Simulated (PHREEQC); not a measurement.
Solution (85 °C): 0.26 mol Li2SO4 and 0.012 mol Mn(NO3)2 per kg of water. Closed to the air; pH follows from the charge balance.

Computed with PHREEQC (ion-association model, wateq4f.dat).

The pH comes out as 6.51 and the ionic strength comes out as 0.661 mol/kgw. The activity of water is 0.987.

```tsv
species	molality	activity	log γ
Li+	0.459	0.305	-0.177
SO4-2	0.191	0.0291	-0.817
LiSO4-	0.0611	0.0387	-0.198
NO3-	0.0240	0.0133	-0.257
MnSO4	0.00831	0.00967	0.066
Mn+2	0.00368	0.000722	-0.708
HSO4-	6.72e-6	4.14e-6	-0.210
MnOH+	5.47e-6	3.47e-6	-0.198
OH-	1.67e-6	9.65e-7	-0.239
```

Precipitation was switched off in this run. Away from 25 °C the constants follow the database's enthalpies or fits; those with neither stay at their 25 °C values.
